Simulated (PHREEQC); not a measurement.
A solution holds 1.3 mol MgCl2 and 0.024 mol H3BO3 per kg of water, at 25 °C. Closed to the air; pH follows from the charge balance.

Computed with PHREEQC (Pitzer model, pitzer.dat).

```tsv
quantity	before	after
pH	4.42	3.38
MgOH+ (mol/kgw)	4.07e-8	1.38e-7
SI of Bischofite (MgCl2:6H2O)	-4.40	-3.14
SI of MgCl2_4H2O (MgCl2:4H2O)	-6.71	-5.27
```

Task: Name the change that produced these shifts.
A) 1.4 mol/kgw MgBr2 added
B) H3BO3 left out
C) temperature from 25 to 30 °C
D) MgCl2 from 1.3 to 0.13 mol/kgw
E) H3BO3 from 0.024 to 0.0216 mol/kgw

Result: A, 1.4 mol/kgw MgBr2 added

Precipitation was switched off in this run. In brines, pH and single-ion activities rest on the MacInnes convention.
